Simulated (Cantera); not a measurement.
**Ta + O₂ + H₂ (tantalum, niobium, vanadium and zirconium in process gases)**

Input: 1 mol Ta, 0.017 mol O₂, 9.4 mol H₂, held at 8.70e-6 bar.

Cantera equilibrium calculation (NASA polynomials, part measured and part estimated; ideal gas, pure solids and liquids). Candidate condensed phases: H₂O, Ta, Ta₂O₅; 12 gas species. Condensed phases not in the tables: N, O or C dissolved in the metal. Kinetics and transport are ignored.

```tsv
T (°C)	x H	x H₂	x TaO	x TaO₂	x H₂O	x Ta	n Ta(s)
1577	0.167	0.831	0.000573	0.00121	0.000308	2.19e-10	0.982
1627	0.235	0.763	0.000871	0.00105	0.000206	8.33e-10	0.979
1677	0.320	0.678	0.00123	0.000831	0.000128	2.96e-9	0.977
1727	0.419	0.578	0.00160	0.000582	7.35e-5	9.89e-9	0.974
1777	0.527	0.470	0.00190	0.000353	3.77e-5	3.11e-8	0.971
1827	0.636	0.362	0.00206	0.000186	1.73e-5	9.27e-8	0.969
1877	0.734	0.264	0.00209	8.93e-5	7.18e-6	2.63e-7	0.968
1927	0.816	0.182	0.00204	4.13e-5	2.82e-6	7.10e-7	0.967
1977	0.877	0.121	0.00198	1.93e-5	1.08e-6	1.84e-6	0.966
2027	0.920	0.0785	0.00192	9.39e-6	4.12e-7	4.56e-6	0.966
2077	0.948	0.0502	0.00188	4.76e-6	1.60e-7	1.09e-5	0.966
2127	0.966	0.0321	0.00185	2.51e-6	6.39e-8	2.51e-5	0.966
2177	0.978	0.0206	0.00183	1.37e-6	2.62e-8	5.58e-5	0.965
2227	0.985	0.0133	0.00182	7.73e-7	1.11e-8	0.000120	0.964
```
x: gas mole fraction; n: condensed amount in mol.

From 1577 °C to 2227 °C the condensed part is Ta(s). The main Ta-bearing gas is TaO₂ at 1577 °C and TaO at 2227 °C. The share of Ta in condensed phases is highest at 1577 °C (98.2 %) and lowest at 2227 °C (96.4 %).
